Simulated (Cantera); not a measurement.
Gas mixture: 55.7 % C2H4, 44.3 % CO2, at 0.00513 atm, frozen composition.

Cantera's kinetic-theory transport with the Lennard-Jones parameters of GRI-Mech 3.0, ideal gas; thermal conductivity in the multicomponent form. The composition is frozen, though it would react at the higher temperatures.

One state of this run: ρ (kg/m³) = 0.00220; cp (J/kg/K) = 2178; μ (µPa s) = 34.4; λ (mW/m/K) = 101; Pr = 0.741; D (cm²/s) O = 400; D (cm²/s) H2O = 319; D (cm²/s) CH3 = 288. D: mixture-averaged diffusion coefficient of that species in the mixture.

Q: Which value of T (K) does it belong to?
A. 1150
B. 1000
C. 700
D. 1300

A: B, 1000
